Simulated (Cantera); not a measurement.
An isothermal, constant-pressure homogeneous reactor starts with CH₄ : H₂ : H₂O = 1 : 1.4 : 0.012 (molar parts), at 1375 K and 0.415 atm.

Cantera simulation using GRI-Mech 3.0 (53 species, 325 reactions); the numbers are that mechanism's predictions, not measurements. GRI-Mech 3.0 stops at C3 and has no aromatics, soot or wall deposition, so with more carbon than oxygen in the feed, carbon stays in small species such as C2H2 where larger ones or solid carbon would form.

One state of this run: x CH₄ = 0.386; x H₂ = 0.599; x CH₂ = 8.64e-11; x CH₃ = 3.10e-5; x C₂H₆ = 0.000101; x H = 2.42e-6. x: mole fraction; the columns are a selection and need not sum to one.

Problem. Which value of t (s) does it belong to?
(A) 1.12e-5
(B) 2.00
(C) 2.00e-6
(D) 0.000356

Solution. B, 2.00
